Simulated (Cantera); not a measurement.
# N2O furnace oxynitridation

An isothermal, constant-pressure homogeneous reactor starts with 2.38 % N2O, 97.6 % N2, at 1598 K and 100.0 Torr.

Detailed kinetics in Cantera: GRI-Mech 3.0 (53 species, 325 reactions). GRI-Mech 3.0 was tuned for natural gas; its chemistry of N2O as a main component is partial and can be far from experiment.

```json
[
 {"t (s)": "5.00e-5", "x N2O": "0.0238", "x NO": "3.13e-7", "x NO2": "<1e-12", "x O2": "3.69e-7", "x N2": "0.976"},
 {"t (s)": "0.000135", "x N2O": "0.0238", "x NO": "2.16e-6", "x NO2": "8.04e-12", "x O2": "2.54e-6", "x N2": "0.976"},
 {"t (s)": "0.000362", "x N2O": "0.0237", "x NO": "1.40e-5", "x NO2": "3.28e-10", "x O2": "1.64e-5", "x N2": "0.976"},
 {"t (s)": "0.000976", "x N2O": "0.0234", "x NO": "7.65e-5", "x NO2": "9.03e-9", "x O2": "9.00e-5", "x N2": "0.976"},
 {"t (s)": "0.00263", "x N2O": "0.0226", "x NO": "0.000314", "x NO2": "1.12e-7", "x O2": "0.000369", "x N2": "0.977"},
 {"t (s)": "0.00707", "x N2O": "0.0204", "x NO": "0.000958", "x NO2": "5.64e-7", "x O2": "0.00113", "x N2": "0.977"},
 {"t (s)": "0.0190", "x N2O": "0.0155", "x NO": "0.00239", "x NO2": "1.64e-6", "x O2": "0.00282", "x N2": "0.979"},
 {"t (s)": "0.0512", "x N2O": "0.00749", "x NO": "0.00471", "x NO2": "3.40e-6", "x O2": "0.00562", "x N2": "0.982"},
 {"t (s)": "0.138", "x N2O": "0.00121", "x NO": "0.00644", "x NO2": "4.64e-6", "x O2": "0.00788", "x N2": "0.984"},
 {"t (s)": "0.371", "x N2O": "3.50e-5", "x NO": "0.00667", "x NO2": "3.71e-6", "x O2": "0.00840", "x N2": "0.985"},
 {"t (s)": "1.00", "x N2O": "4.74e-8", "x NO": "0.00668", "x NO2": "1.98e-6", "x O2": "0.00842", "x N2": "0.985"}
]
```
x: mole fraction; the columns are a selection and need not sum to one.

Equilibrium at this temperature and pressure: N2O 1.23e-8, NO 0.000505, NO2 1.74e-7, O2 0.0115, N2 0.988 (gas phase only).
